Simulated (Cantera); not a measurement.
Input: 1 mol SiCl4, 0.62 mol Cl2, 0.57 mol H2, at 0.100 bar.

Equilibrium computed with Cantera from the NASA thermochemical tables; the gas is ideal and each condensed phase is pure. Candidate condensed phases: Si; 19 gas species. The tables' values for SiCl3 are old estimates; treat these amounts as uncertain. Rates play no part.

log p: log10 of the partial pressure in bar; nothing condenses.

```json
[
 {"T (K)": "898", "log p HCl": "-1.28", "log p SiCl4": "-1.34", "log p Cl": "-5.47", "log p Cl2": "-2.64", "log p SiCl3": "-10.79", "log p SiCl2": "<-13", "log p H2": "(withheld)"},
 {"T (K)": "998", "log p HCl": "-1.28", "log p SiCl4": "-1.34", "log p Cl": "-4.75", "log p Cl2": "-2.64", "log p SiCl3": "-9.22", "log p SiCl2": "<-13", "log p H2": "(withheld)"},
 {"T (K)": "1098", "log p HCl": "-1.28", "log p SiCl4": "-1.34", "log p Cl": "-4.15", "log p Cl2": "-2.65", "log p SiCl3": "-7.94", "log p SiCl2": "<-13", "log p H2": "(withheld)"},
 {"T (K)": "1198", "log p HCl": "-1.28", "log p SiCl4": "-1.34", "log p Cl": "-3.67", "log p Cl2": "-2.66", "log p SiCl3": "-6.87", "log p SiCl2": "-11.45", "log p H2": "(withheld)"},
 {"T (K)": "1298", "log p HCl": "-1.28", "log p SiCl4": "-1.34", "log p Cl": "-3.26", "log p Cl2": "-2.70", "log p SiCl3": "-5.95", "log p SiCl2": "-9.78", "log p H2": "(withheld)"},
 {"T (K)": "1398", "log p HCl": "-1.29", "log p SiCl4": "-1.34", "log p Cl": "-2.94", "log p Cl2": "-2.77", "log p SiCl3": "-5.15", "log p SiCl2": "-8.32", "log p H2": "(withheld)"},
 {"T (K)": "1498", "log p HCl": "-1.29", "log p SiCl4": "-1.35", "log p Cl": "-2.69", "log p Cl2": "-2.90", "log p SiCl3": "-4.42", "log p SiCl2": "-6.99", "log p H2": "(withheld)"},
 {"T (K)": "1598", "log p HCl": "-1.29", "log p SiCl4": "-1.35", "log p Cl": "-2.51", "log p Cl2": "-3.10", "log p SiCl3": "-3.75", "log p SiCl2": "-5.75", "log p H2": "(withheld)"},
 {"T (K)": "1698", "log p HCl": "-1.29", "log p SiCl4": "-1.36", "log p Cl": "-2.37", "log p Cl2": "-3.30", "log p SiCl3": "-3.14", "log p SiCl2": "-4.63", "log p H2": "(withheld)"}
]
```

**Question.** Fill in the missing entries.

**Answer.** 
- 898, log p H2: -11.57
- 998, log p H2: -10.47
- 1098, log p H2: -9.57
- 1198, log p H2: -8.80
- 1298, log p H2: -8.13
- 1398, log p H2: -7.51
- 1498, log p H2: -6.91
- 1598, log p H2: -6.31
- 1698, log p H2: -5.74
